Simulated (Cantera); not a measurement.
An isothermal, constant-pressure homogeneous reactor starts with C₂H₆ : H₂ = 1 : 3.1 (molar parts), at 1725 K and 0.720 bar.

Cantera simulation using GRI-Mech 3.0 (53 species, 325 reactions); the numbers are that mechanism's predictions, not measurements. GRI-Mech 3.0 stops at C3 and has no aromatics, soot or wall deposition, so with more carbon than oxygen in the feed, carbon stays in small species such as C2H2 where larger ones or solid carbon would form.

One state of this run: x C₂H₆ = 4.45e-6; x H₂ = 0.820; x C₂H₂ = 0.153; x CH₂ = 2.88e-8; x CH₃ = 0.000113. x: mole fraction; the columns are a selection and need not sum to one.

**Question.** Which value of t (s) does it belong to?
A) 0.000302
B) 0.0307
C) 9.53e-5
D) 0.310

**Answer.** D, 0.310
